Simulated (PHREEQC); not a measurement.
Consider water at 44 °C with 1.7 mol MgSO4 and 6.7e-05 mol H4SiO4 per kg of water. It is in equilibrium with CO2 at log p = -1 (atm). Otherwise closed; pH follows from the charge balance.

The numbers come from PHREEQC with the Pitzer model, pitzer.dat.

- pH = 4.59
- ionic strength = 6.80 mol/kgw
- activity of water = 0.965
- density = 1.174 g/cm³
- osmotic coefficient = 0.579

```tsv
species	molality	activity	log γ
Mg+2	1.70	0.221	-0.886
SO4-2	1.70	0.0229	-1.870
CO2	0.000908	0.00218	0.381
HCO3-	0.000151	4.31e-5	-0.546
HSO4-	0.000116	9.65e-5	-0.079
H4SiO4	6.70e-5	0.000112	0.225
H+	3.59e-5	2.56e-5	-0.147
MgOH+	1.60e-7	6.14e-8	-0.416
CO3-2	6.21e-8	1.03e-10	-2.779
MgCO3	2.56e-8	2.56e-8	0.000
OH-	1.21e-8	1.43e-9	-0.927
H3SiO4-	9.40e-9	1.16e-9	-0.908
```

This is a speciation only: nothing precipitates in the calculation. In brines, pH and single-ion activities rest on the MacInnes convention. Constants without temperature data keep their 25 °C values here.
